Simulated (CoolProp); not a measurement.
Vapour-liquid equilibrium of isobutene (1) + ethanol (2) at 0.765 MPa; x and y are mole fractions of (1).

Model: multi-fluid Helmholtz-energy mixture model, Lemmon 2005 and Schroeder 2014; pair parameters Bell 2016, in CoolProp.

Give the bubble temperature and the first vapour's composition at x = 0.15, 0.45, 0.95. Is there an azeotrope?

x = 0.15: 365.6 K, y = 0.780; x = 0.45: 339.9 K, y = 0.926; x = 0.95: 333.6 K, y = 0.979. No azeotrope shows between x = 0.05 and 0.95.

The pair parameters rest on a limited set of measurements; away from them the model extrapolates. With so large a gap from Raoult's law the liquid may split in two, which this calculation doesn't test in full.
